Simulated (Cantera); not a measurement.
An adiabatic, constant-pressure homogeneous reactor starts with H2 : O2 : N2 : NO = 1 : 0.417 : 1.57 : 0.0044 (molar parts), at 1475 K and 10.0 bar.

Model: GRI-Mech 3.0 (53 species, 325 reactions), integrated in Cantera. The hydrogen kinetics of GRI-Mech 3.0 are dated; newer H2 mechanisms differ, most at raised pressure. Above 3000 K some thermodynamic fits are extrapolated.

Predict: time of steepest temperature rise; temperature at 0.400 s; equilibrium temperature; x(H2) at 0.400 s; x(O2) at 0.400 s; x(NO) at 0.400 s; x(N2) at 0.400 s; x(NO2) at 0.400 s; x(N2O) at 0.400 s; x(H2O) at 0.400 s.


```
Quantity                                                            Result
---------------------------------  ---------------------------------------
time of steepest temperature rise                                  1.64 µs
temperature at 0.400 s                                              3061 K
equilibrium temperature                                             3061 K
x(H2) at 0.400 s                     0.0792 (gas-phase equilibrium 0.0792)
x(O2) at 0.400 s                   0.00378 (gas-phase equilibrium 0.00378)
x(NO) at 0.400 s                   0.00598 (gas-phase equilibrium 0.00598)
x(N2) at 0.400 s                       0.591 (gas-phase equilibrium 0.591)
x(NO2) at 0.400 s                  1.41e-6 (gas-phase equilibrium 1.41e-6)
x(N2O) at 0.400 s                  9.30e-7 (gas-phase equilibrium 9.30e-7)
x(H2O) at 0.400 s                      0.280 (gas-phase equilibrium 0.280)
```
